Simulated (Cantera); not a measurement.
An adiabatic, constant-volume homogeneous reactor starts with 6.86 % CO, 10.3 % H₂, 5.36 % O₂, 59.0 % N₂, 18.5 % H₂O, equivalence ratio 1.6, at 1225 K and 630000 Pa.

Computed with Cantera and GRI-Mech 3.0 (53 species, 325 reactions). The hydrogen kinetics of GRI-Mech 3.0 are dated; newer H2 mechanisms differ, most at raised pressure.

One state of this run: T (K) = 2143; P (bar) = 10.4; x CO = 0.0303; x H₂ = 0.0377; x O₂ = 3.03e-6; x H₂O₂ = 4.33e-9; x H₂O = 0.267. x: mole fraction; the columns are a selection and need not sum to one.

Which value of t (s) does it belong to?
(A) 1.00e-6
(B) 3.08e-5
(C) 0.0292
(D) 0.000171

C, 0.0292
